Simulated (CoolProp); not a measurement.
Computed with CoolProp (reference Helmholtz-energy equation of state, Lemmon 2004). It is a short technical equation, of lower accuracy than the large ones.

**Question.** For n-dodecane, give the phase and the density (kg/m³), cv (kJ/(kg K)), isothermal compressibility (1/MPa), expansivity (1/kK) at 124.15 °C and 7090 kPa; 309.75 °C and 7090 kPa.

**Answer.** 
- 124.15 °C and 7090 kPa: liquid; density 680, cv 2.20, isothermal compressibility 0.00176, expansivity 1.06
- 309.75 °C and 7090 kPa: liquid; density 531, cv 2.85, isothermal compressibility 0.00853, expansivity 1.78
